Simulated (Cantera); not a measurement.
Feed: 1 mol Fe2O3, a varied amount of H2S, 26 mol N2, equilibrated at 750 K and 12000 Pa.

Points: n(H2S) (mol) = 0.083, 0.098, 0.11, 0.13, 0.16, 0.18, 0.21, 0.25, 0.29, 0.34.

Cantera's Mixture.equilibrate('TP', solver="vcs", rtol=1e-11, max_steps=5000) on the NASA tables stopped like this:

```
*******************************************************************************
CanteraError thrown by VCS_SOLVE::solve_tp_inner:
vcs_solve_TP: ERROR on step change wt[47:Fe2O3(s)]: -2.7755575615628914e-17 < 0.0
*******************************************************************************
```

Question: What got this run through?

Answer: Several could match; the one computed here: The failure is numerical, not chemical. The same input converged with solver="gibbs", rtol=1e-10, max_steps=50000, and the result passed a check of the equilibrium conditions:
```
log10 of partial pressures in bar; condensed amounts in mol
    n(H2S)        N2       H2O       SO2   FeS2(s)  Fe2O3(s)  Fe3O4(s)
     0.083    -0.924    -3.419    -3.419         0     0.253     0.498
     0.098    -0.924    -3.348    -3.348         0     0.118     0.588
      0.11    -0.924    -3.298    -3.298         0      0.01      0.66
      0.13    -0.925    -3.229    -3.307  0.008512         0    0.6638
      0.16    -0.925    -3.140    -3.323   0.02528         0    0.6582
      0.18    -0.926    -3.089    -3.333   0.03645         0    0.6545
      0.21    -0.926    -3.022    -3.350   0.05321         0    0.6489
      0.25    -0.927    -2.947    -3.373   0.07556         0    0.6415
      0.29    -0.927    -2.883    -3.397   0.09791         0     0.634
      0.34    -0.928    -2.815    -3.429    0.1258         0    0.6247
```

The gas is ideal and each condensed phase is pure.
